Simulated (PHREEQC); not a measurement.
A solution holds 170 mmol/kgw ZnCl2 and 120 mmol/kgw HCl, at 85 °C. Closed to the air; pH follows from the charge balance.

All values are PHREEQC results (ion-association model, phreeqc.dat), not measurements.

**Question.** The ionic strength comes out as 0.387 mol/kgw. What activity coefficients do ZnCl4-2, ZnCl3-, Zn+2, Cl-, H+ get?

**Answer.** ZnCl4-2 0.20, ZnCl3- 0.64, Zn+2 0.20, Cl- 0.64, H+ 0.75.

No solid was allowed to form. Away from 25 °C the constants follow the database's enthalpies or fits; those with neither stay at their 25 °C values.
